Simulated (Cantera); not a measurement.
Cantera run:

```python
import numpy as np
import cantera as ct

gas_names = """
    Fe FeO Fe(OH)2 H HO2 H2 H2O H2O2 H2S H2SO4 O OH O2 O3 S SH SO SO2 SO3 S2 S2O S8
""".split()
cond_names = """
    Fe(a) Fe(c) Fe(d) Fe(L) FeO(s) FeO(L) Fe(OH)2(s) Fe(OH)3(s) FeS(a) FeS(b) FeS(c) FeS(L) FeSO4(s)
    FeS2(s) Fe2O3(s) Fe2S3O12(s) Fe3O4(s) H2O(s) H2O(L) H2SO4(L) S(cr1) S(cr2) S(L)
""".split()


# ... load() reads the species with a 1 bar reference pressure and builds the phases ...
atoms = {
    'FeS': {'Fe': 1, 'S': 1},
    'H2': {'H': 2},
    'H2O': {'H': 2, 'O': 1},
}
top_T = {'FeSO4(s)': 950, 'FeS2(s)': 1010, 'Fe2O3(s)': 1830, 'Fe2S3O12(s)': 1100, 'Fe3O4(s)': 1870}  # K; cautious upper limits of use, not melting points


# ... equilibrate(T, P, feed) seeds the gas with the atoms and calls Mixture.equilibrate('TP', solver="vcs", rtol=1e-11, max_steps=5000) ...
results = []
feed = {'FeS': 1, 'H2': 1400, 'H2O': 0.043}  # mol
P = 7300  # Pa
for T in [898, 998, 1098, 1198, 1298, 1398, 1498, 1598, 1698, 1798, 1898, 1998]:
    mix = equilibrate(T, P, feed)
    results.append((T, P, feed, dict(zip(mix.species_names, mix.species_moles))))

top = {s: max(r[3][s] / sum(r[3][g] for g in gas_names) for r in results) for s in gas_names}
cols = sorted((s for s in top if top[s] > 0.0001), key=lambda s: -top[s])[:6]
seen = [c for c in cond_names if any(r[3].get(c, 0) > 1e-12 for r in results)]
print("log10 of partial pressures in bar; condensed amounts in mol")
print(f"{'T/K':>10s}" + "".join(f"{s[:9]:>10s}" for s in cols + seen))
for T, P, feed, n in results:
    ng = sum(n[g] for g in gas_names)
    print(f"{T:10.4g}" + "".join(f"{np.log10(max(n[s] / ng * P / 1e5, 1e-99)):10.3f}" for s in cols)
          + "".join(f"{n.get(c, 0):10.4g}" for c in seen))
```

Output:

```
log10 of partial pressures in bar; condensed amounts in mol
       T/K        H2         H       H2S        Fe        SH     Fe(a)     Fe(c)     Fe(d)    FeS(c)
       898    -1.137   -10.529    -4.483   -16.257   -10.109    0.6305         0         0    0.3695
       998    -1.137    -9.236    -4.283   -13.870    -8.951         1         0         0         0
      1098    -1.137    -8.175    -4.283   -11.934    -8.166         1         0         0         0
      1198    -1.137    -7.290    -4.283   -10.334    -7.513         0         1         0         0
      1298    -1.137    -6.538    -4.284    -8.987    -6.960         0         1         0         0
      1398    -1.137    -5.893    -4.286    -7.836    -6.487         0    0.9997         0         0
      1498    -1.137    -5.333    -4.290    -6.842    -6.080         0    0.9972         0         0
      1598    -1.137    -4.842    -4.300    -5.976    -5.731         0    0.9797         0         0
      1698    -1.137    -4.408    -4.319    -5.215    -5.432         0         0    0.8832         0
      1798    -1.138    -4.022    -4.352    -4.543    -5.183         0         0    0.4505         0
      1898    -1.139    -3.676    -4.403    -4.284    -4.981         0         0         0         0
      1998    -1.140    -3.365    -4.476    -4.284    -4.827         0         0         0         0
```

Method: chemical equilibrium by Gibbs-energy minimisation in Cantera with the NASA 1993 tables (ideal gas, pure condensed phases). FeS: taken at fixed stoichiometry.
